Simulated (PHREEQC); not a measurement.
## Metal-bearing waste water: speciation

Consider water at 80 °C with 32 mmol/kgw CuSO4, 0.47 mmol/kgw ZnCl2, 0.83 mmol/kgw NaF and 8.9 mmol/kgw Na2SO4. Closed to the air; pH follows from the charge balance.

Model: ion-association model, phreeqc.dat, run in PHREEQC.

The pH comes out as 4.29, the ionic strength is 0.0945 mol/kgw and the specific conductance comes out as 12100 µS/cm. The density comes out as 0.978 g/cm³.

```tsv
species	molality	activity	log γ
SO4-2	0.0249	0.00850	-0.466
Na+	0.0176	0.0135	-0.116
Cu+2	0.0168	0.00622	-0.433
CuSO4	0.0145	0.0149	0.009
NaSO4-	0.00100	0.000772	-0.112
Cl-	0.000808	0.000605	-0.126
```

Precipitation was switched off in this run. Constants without temperature data keep their 25 °C values here.
